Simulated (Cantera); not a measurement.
Feed: 1 mol Cu, 1.1 mol NH3, a varied amount of N2, held at 1000 Pa.

Equilibrium computed with Cantera from the NASA thermochemical tables; the gas is ideal and each condensed phase is pure. Candidate condensed phases: Cu; 11 gas species. The numbers say what is thermodynamically allowed, not how fast it happens.

Stable condensed phases, one row left out:

```
T in K \ n(N2) in mol
         12 14 18 21 26 32 38 46 56 69 83
   1748   A  A  A  A  A  B  B  B  B  B  B
   1648   A  A  A  A  A  A  A  A  A  A  A
   1598   A  A  A  A  A  A  A  A  A  A  A
   1548   A  A  A  A  A  A  A  A  A  A  A
   1498   A  A  A  A  A  A  A  A  A  A  A
   1448   A  A  A  A  A  A  A  A  A  A  A
   1398   A  A  A  A  A  A  A  A  A  A  A
   1348   A  A  A  A  A  A  A  A  A  A  A
   1298   A  A  A  A  A  A  A  A  A  A  A
   1248   A  A  A  A  A  A  A  A  A  A  A
   1198   A  A  A  A  A  A  A  A  A  A  A
   1148   A  A  A  A  A  A  A  A  A  A  A
```

A: Cu; B: gas only.

Question: Give the row for 1698 K.

Answer: 12: Cu; 14: Cu; 18: Cu; 21: Cu; 26: Cu; 32: Cu; 38: Cu; 46: Cu; 56: Cu; 69: gas only; 83: gas only.
